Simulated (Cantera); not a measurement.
Input: 1 mol SiCl4, 1.3 mol HCl, 1.8 mol H2, at 1400 K and 1 atm.

Equilibrium computed with Cantera from the NASA thermochemical tables; the gas is ideal and each condensed phase is pure. The tables' values for SiCl3 are old estimates; treat these amounts as uncertain. Equilibrium is a limit: real reactors are often held back by kinetics, nucleation or transport.

| species | before | after |
|---|---|---|
| H2 | 0.402 | 0.788 |
| HCl | 0.358 | 0.0944 |
| SiCl4 | 0.201 | 0.0402 |
| SiCl2 | 0.00595 | 0.0334 |
| SiHCl3 | 0.0160 | 0.0237 |
| SiCl3 | 0.0168 | 0.0178 |
| SiH3Cl | 6.60e-7 | 5.39e-5 |
| SiH2Cl2 | 0.000192 | 0.00211 |
| Si(s), mol | 0 | 0.662 |
Gas species are given as mole fractions.

Problem. Name the change that produced these shifts.
(A) SiCl4 replaced by Si
(B) H2 from 1.8 to 0.22 mol
(C) temperature from 1400 K to 1025 K
(D) temperature from 1400 K to 1325 K

Solution. A, SiCl4 replaced by Si
